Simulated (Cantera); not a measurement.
Cantera run:

```python
import numpy as np
import cantera as ct

gas_names = """
    CL CLO CL2 Fe FeCL FeCL2 FeCL3 FeO Fe(OH)2 Fe2CL4 Fe2CL6 H HCL HNO HNO2 HNO3 HOCL HO2 H2 H2O H2O2 N
    NH NH2 NH3 NH2OH NO NO2 NO3 N2 N2H2 N2H4 N2O O OH O2 O3
""".split()
cond_names = """
    Fe(a) Fe(c) Fe(d) Fe(L) FeCL2(s) FeCL2(L) FeCL3(s) FeCL3(L) FeO(s) FeO(L) Fe(OH)2(s) Fe(OH)3(s)
    Fe2O3(s) Fe3O4(s) H2O(s) H2O(L) NH4CL(a) NH4CL(b)
""".split()


# ... load() reads the species with a 1 bar reference pressure and builds the phases ...
atoms = {
    'FeCl3': {'Fe': 1, 'CL': 3},
    'O2': {'O': 2},
    'N2': {'N': 2},
    'H2O': {'H': 2, 'O': 1},
}
top_T = {'Fe2O3(s)': 1830, 'Fe3O4(s)': 1870}  # K; cautious upper limits of use, not melting points


# ... equilibrate(T, P, feed) seeds the gas with the atoms and calls Mixture.equilibrate('TP', solver="vcs", rtol=1e-11, max_steps=5000) ...
results = []
feed = {'FeCl3': 1, 'O2': 0.22, 'N2': 74, 'H2O': 0.00071}  # mol
P = 63000  # Pa
for T in [1098, 1198, 1298, 1398, 1498, 1598, 1698, 1798, 1898, 1998, 2098]:
    mix = equilibrate(T, P, feed)
    results.append((T, P, feed, dict(zip(mix.species_names, mix.species_moles))))

top = {s: max(r[3][s] / sum(r[3][g] for g in gas_names) for r in results) for s in gas_names}
cols = sorted((s for s in top if top[s] > 1e-05), key=lambda s: -top[s])[:8]
seen = [c for c in cond_names if any(r[3].get(c, 0) > 1e-12 for r in results)]
print("log10 of partial pressures in bar; condensed amounts in mol")
print(f"{'T/K':>10s}" + "".join(f"{s[:9]:>10s}" for s in cols + seen))
for T, P, feed, n in results:
    ng = sum(n[g] for g in gas_names)
    print(f"{T:10.4g}" + "".join(f"{np.log10(max(n[s] / ng * P / 1e5, 1e-99)):10.3f}" for s in cols)
          + "".join(f"{n.get(c, 0):10.4g}" for c in seen))
```

It prints:

```
log10 of partial pressures in bar; condensed amounts in mol
       T/K        N2     FeCL2        CL     FeCL3       CL2        O2        NO         O  Fe2O3(s)
      1098    -0.208    -3.029    -4.032    -2.296    -2.403    -4.114    -5.849   -10.682    0.1407
      1198    -0.208    -2.648    -3.550    -2.368    -2.431    -3.322    -5.090    -9.281    0.1086
      1298    -0.210    -2.329    -3.202    -2.491    -2.577    -2.820    -4.532    -8.178    0.0248
      1398    -0.210    -2.200    -2.858    -2.697    -2.610    -2.744    -4.231    -7.409         0
      1498    -0.211    -2.145    -2.567    -2.939    -2.655    -2.750    -4.006    -6.779         0
      1598    -0.212    -2.115    -2.357    -3.214    -2.786    -2.757    -3.811    -6.228         0
      1698    -0.213    -2.098    -2.223    -3.519    -3.004    -2.768    -3.640    -5.743         0
      1798    -0.213    -2.090    -2.149    -3.842    -3.290    -2.781    -3.491    -5.313         0
      1898    -0.213    -2.086    -2.114    -4.166    -3.607    -2.797    -3.359    -4.931         0
      1998    -0.214    -2.084    -2.098    -4.476    -3.925    -2.818    -3.243    -4.590         0
      2098    -0.214    -2.084    -2.091    -4.765    -4.228    -2.844    -3.142    -4.285         0
```

Method: chemical equilibrium by Gibbs-energy minimisation in Cantera with the NASA 1993 tables (ideal gas, pure condensed phases).
